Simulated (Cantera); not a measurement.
An adiabatic, constant-pressure homogeneous reactor starts with CH3OH : O2 : N2 : H2O = 1 : 1 : 11 : 3.5 (molar parts), at 1475 K and 5330 Torr. Integrator tolerance rtol = 1e-08.

Detailed kinetics in Cantera: GRI-Mech 3.0 (53 species, 325 reactions). GRI-Mech 3.0 was tuned for natural gas; its chemistry of methanol as a main component is partial and can be far from experiment.

Q: What does this change do: pressure from 5330 Torr to 750 Torr?

A: 
```json
[
 {"quantity": "time of steepest temperature rise", "before": "49.3 µs", "after": "0.269 ms"},
 {"quantity": "temperature at 0.100 s", "before": "2062 K", "after": "2058 K"},
 {"quantity": "equilibrium temperature", "before": "2061 K", "after": "2058 K"},
 {"quantity": "x(CH3OH) at 0.100 s", "before": "<1e-12 (gas-phase equilibrium <1e-12)", "after": "<1e-12 (gas-phase equilibrium <1e-12)"},
 {"quantity": "x(O2) at 0.100 s", "before": "1.81e-6 (gas-phase equilibrium 1.80e-6)", "after": "1.22e-5 (gas-phase equilibrium 1.21e-5)"},
 {"quantity": "x(H2O) at 0.100 s", "before": "0.279 (gas-phase equilibrium 0.279)", "after": "0.278 (gas-phase equilibrium 0.278)"},
 {"quantity": "x(N2O) at 0.100 s", "before": "2.98e-9 (gas-phase equilibrium 3.16e-9)", "after": "2.77e-9 (gas-phase equilibrium 3.04e-9)"},
 {"quantity": "x(OH) at 0.100 s", "before": "0.000152 (gas-phase equilibrium 0.000152)", "after": "0.000394 (gas-phase equilibrium 0.000393)"},
 {"quantity": "x(C2H) at 0.100 s", "before": "<1e-12 (gas-phase equilibrium <1e-12)", "after": "<1e-12 (gas-phase equilibrium <1e-12)"},
 {"quantity": "x(NO2) at 0.100 s", "before": "1.42e-10 (gas-phase equilibrium 2.89e-10)", "after": "1.70e-10 (gas-phase equilibrium 7.24e-10)"}
]
```
